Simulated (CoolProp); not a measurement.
Vapour-liquid equilibrium of dimethyl ether (1) + R236FA (2) at 212.2 K; x and y are mole fractions of (1).

Values from CoolProp's multi-fluid Helmholtz-energy mixture model, Wu 2011 and Pan 2012; pair parameters Bell 2016.

**Question.** Give the bubble pressure and the first vapour's composition at x = 0.05, 0.8, 0.95. Is there an azeotrope?

**Answer.** x = 0.05: 0.003602 MPa, y = 0.076; x = 0.8: 0.01178 MPa, y = 0.974; x = 0.95: 0.01452 MPa, y = 0.996. No azeotrope shows between x = 0.05 and 0.95.

The pair parameters rest on a limited set of measurements; away from them the model extrapolates.
